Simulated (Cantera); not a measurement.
Charge: 1 mol SiH4, 6.5 mol N2, 0.12 mol H2, equilibrated at 0.000300 bar.

Cantera equilibrium calculation (NASA polynomials, part measured and part estimated; ideal gas, pure solids and liquids). Candidate condensed phases: Si, Si3N4; 18 gas species. N2 is the only nitrogen source here; it is nearly inert below about 1500 K, so the nitride shown seldom forms there in practice. The tables' values for SiN are old estimates; treat these amounts as uncertain. Gases not in the tables: Si2H6 and higher silanes. Equilibrium is a limit: real reactors are often held back by kinetics, nucleation or transport.

x: gas mole fraction; n: condensed amount in mol.

| T (°C) | x N2 | x H2 | x Si | x H | x Si2 | x SiH | x Si2N | n Si3N4(s) | n Si(s) | n Si(l) |
|---|---|---|---|---|---|---|---|---|---|---|
| 802 | 0.733 | 0.267 | <1e-12 | 4.37e-7 | <1e-12 | <1e-12 | <1e-12 | 0.333 | 0 | 0 |
| 902 | 0.733 | 0.267 | … | … | <1e-12 | <1e-12 | <1e-12 | 0.333 | 0 | 0 |
| 1002 | 0.733 | 0.267 | 7.07e-10 | 2.20e-5 | <1e-12 | 6.03e-11 | <1e-12 | 0.333 | 0 | 0 |
| 1102 | 0.733 | 0.266 | 8.19e-8 | 0.000102 | 2.36e-12 | 4.12e-9 | 2.13e-10 | 0.333 | 0 | 0 |
| 1202 | 0.733 | 0.266 | 4.93e-6 | 0.000386 | 1.35e-9 | 1.57e-7 | 3.93e-8 | 0.333 | 0 | 0 |
| 1302 | 0.733 | 0.266 | … | … | … | … | … | 0.333 | 0 | 0 |
| 1402 | 0.752 | 0.244 | 0.00145 | 0.00331 | 5.63e-6 | 2.08e-5 | 2.58e-5 | 0 | 0.987 | 0 |
| 1502 | 0.745 | 0.239 | 0.00732 | 0.00817 | 4.10e-5 | 7.60e-5 | 8.64e-5 | 0 | 0 | 0.933 |
| 1602 | 0.724 | 0.227 | 0.0302 | 0.0180 | 0.000227 | 0.000231 | 0.000236 | 0 | 0 | 0.716 |
| 1702 | 0.665 | 0.199 | 0.0982 | 0.0353 | 0.000873 | 0.000546 | 0.000470 | 0 | 0 | 0 |

Fill in the missing entries.


- 1302, x Si: 0.000175
- 1302, x H: 0.00124
- 1302, x Si2: 3.42e-7
- 1302, x SiH: 3.74e-6
- 1302, x Si2N: 3.69e-6
- 902, x Si: 2.69e-12
- 902, x H: 3.65e-6
